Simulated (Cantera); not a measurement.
A closed system holds: 1 mol C2H5OH, a varied amount of CO2, 0.8 mol H2, at 3.90 bar.

Points: T (K) = 698, 748, 798, 848, 898, 948, 998, 1048, 1098, 1148, 1198, 1248; n(CO2) (mol) = 0.55, 0.66, 0.8, 0.97, 1.2, 1.4, 1.7, 2.1, 2.5, 3.

Cantera's Mixture.equilibrate('TP', solver="vcs", rtol=1e-11, max_steps=5000) on the NASA tables stopped like this:

```
ERROR: FAILURE its = 5001!

*******************************************************************************
CanteraError thrown by MultiPhase::equilibrate:
VCS solver failed. Return code: -1
*******************************************************************************
```

Question: What got this run through?

Answer: This is not unique; one that fits is The failure is numerical, not chemical. The same input converged with solver="gibbs", rtol=1e-10, max_steps=50000, and the result passed a check of the equilibrium conditions:
```
    698       0.55  C(gr)
    698       0.66  C(gr)
    698        0.8  C(gr)
    698       0.97  C(gr)
    698        1.2  C(gr)
    698        1.4  C(gr)
    698        1.7  C(gr)
    698        2.1  C(gr)
    698        2.5  C(gr)
    698          3  C(gr)
    748       0.55  C(gr)
    748       0.66  C(gr)
    748        0.8  C(gr)
    748       0.97  C(gr)
    748        1.2  C(gr)
    748        1.4  C(gr)
    748        1.7  C(gr)
    748        2.1  C(gr)
    748        2.5  C(gr)
    748          3  C(gr)
    798       0.55  C(gr)
    798       0.66  C(gr)
    798        0.8  C(gr)
    798       0.97  C(gr)
    798        1.2  C(gr)
    798        1.4  C(gr)
    798        1.7  C(gr)
    798        2.1  C(gr)
    798        2.5  C(gr)
    798          3  C(gr)
    848       0.55  C(gr)
    848       0.66  C(gr)
    848        0.8  C(gr)
    848       0.97  C(gr)
    848        1.2  C(gr)
    848        1.4  C(gr)
    848        1.7  C(gr)
    848        2.1  C(gr)
    848        2.5  C(gr)
    848          3  C(gr)
    898       0.55  C(gr)
    898       0.66  C(gr)
    898        0.8  C(gr)
    898       0.97  C(gr)
    898        1.2  C(gr)
    898        1.4  C(gr)
    898        1.7  C(gr)
    898        2.1  C(gr)
    898        2.5  C(gr)
    898          3  C(gr)
    948       0.55  C(gr)
    948       0.66  C(gr)
    948        0.8  C(gr)
    948       0.97  C(gr)
    948        1.2  C(gr)
    948        1.4  C(gr)
    948        1.7  C(gr)
    948        2.1  C(gr)
    948        2.5  C(gr)
    948          3  C(gr)
    998       0.55  C(gr)
    998       0.66  C(gr)
    998        0.8  C(gr)
    998       0.97  C(gr)
    998        1.2  C(gr)
    998        1.4  C(gr)
    998        1.7  C(gr)
    998        2.1  C(gr)
    998        2.5  C(gr)
    998          3  C(gr)
   1048       0.55  C(gr)
   1048       0.66  C(gr)
   1048        0.8  C(gr)
   1048       0.97  C(gr)
   1048        1.2  C(gr)
   1048        1.4  C(gr)
   1048        1.7  C(gr)
   1048        2.1  C(gr)
   1048        2.5  C(gr)
   1048          3  gas only
   1098       0.55  C(gr)
   1098       0.66  C(gr)
   1098        0.8  C(gr)
   1098       0.97  C(gr)
   1098        1.2  C(gr)
   1098        1.4  C(gr)
   1098        1.7  C(gr)
   1098        2.1  gas only
   1098        2.5  gas only
   1098          3  gas only
   1148       0.55  C(gr)
   1148       0.66  C(gr)
   1148        0.8  C(gr)
   1148       0.97  C(gr)
   1148        1.2  C(gr)
   1148        1.4  gas only
   1148        1.7  gas only
   1148        2.1  gas only
   1148        2.5  gas only
   1148          3  gas only
   1198       0.55  C(gr)
   1198       0.66  C(gr)
   1198        0.8  C(gr)
   1198       0.97  C(gr)
   1198        1.2  gas only
   1198        1.4  gas only
   1198        1.7  gas only
   1198        2.1  gas only
   1198        2.5  gas only
   1198          3  gas only
   1248       0.55  C(gr)
   1248       0.66  C(gr)
   1248        0.8  C(gr)
   1248       0.97  C(gr)
   1248        1.2  gas only
   1248        1.4  gas only
   1248        1.7  gas only
   1248        2.1  gas only
   1248        2.5  gas only
   1248          3  gas only
```

The gas is ideal and each condensed phase is pure.
